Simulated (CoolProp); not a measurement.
Vapour-liquid equilibrium of cyclohexane (1) + n-heptane (2) at 0.545 bar; x and y are mole fractions of (1).

Computed with CoolProp (multi-fluid Helmholtz-energy mixture model, Zhou 2014 and Span 2003; pair parameters Bell 2016).

```csv
x,"bubble temperature, mixture model (K)","bubble temperature, Raoult's law (K)","y, mixture model","y, Raoult's law"
0.05,350.6,350.7,0.085,0.084
0.2,347.3,347.6,0.309,0.306
0.35,344.3,344.7,0.491,0.490
0.5,341.7,342.1,0.640,0.643
0.65,339.3,339.6,0.766,0.771
0.8,337.1,337.3,0.874,0.880
0.95,335.2,335.2,0.970,0.972
```

The largest gap from Raoult's law is -0.4 K in bubble temperature, at x = 0.5. No azeotrope shows between x = 0.05 and 0.95.

The pair parameters rest on a limited set of measurements; away from them the model extrapolates.
